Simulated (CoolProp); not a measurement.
R245ca along the isobar 31.9 bar: Z from the reference equation and from simpler models built on Tc = 174.4 °C, pc = 39.41 bar, ω = 0.355; each cubic takes its own stable root.

Values from CoolProp's reference Helmholtz-energy equation of state, Zhou 2016.

```csv
T (°C),phase,reference,van der Waals,Redlich-Kwong,Soave-Redlich-Kwong,Peng-Robinson
-54.05,liquid,0.1488,0.2481,…,…,0.1453
-35.85,liquid,0.1411,0.2340,…,…,0.1367
-17.65,liquid,0.1346,0.2223,0.1516,0.1460,0.1297
0.55,liquid,…,0.2126,0.1458,0.1398,0.1240
18.75,liquid,0.1250,0.2048,0.1412,0.1349,0.1195
36.95,liquid,0.1215,0.1985,…,0.1312,0.1161
55.15,liquid,0.1188,0.1938,0.1358,0.1287,0.1138
73.35,liquid,0.1170,0.1907,0.1349,0.1274,0.1126
91.55,liquid,0.1161,0.1893,0.1355,…,0.1127
109.65,liquid,0.1164,0.1903,0.1381,0.1297,0.1146
127.85,liquid,0.1184,0.1949,0.1438,0.1349,0.1193
146.05,liquid,0.1238,0.2084,0.1564,0.1463,0.1297
164.25,gas,0.5280,0.6281,0.5773,0.5602,0.5329
```

**Question.** What belongs in the gaps?

**Answer.** 
- -54.05, Redlich-Kwong: 0.1680
- -54.05, Soave-Redlich-Kwong: 0.1632
- -35.85, Redlich-Kwong: 0.1589
- -35.85, Soave-Redlich-Kwong: 0.1537
- 0.55, reference: 0.1293
- 36.95, Redlich-Kwong: 0.1379
- 91.55, Soave-Redlich-Kwong: 0.1276
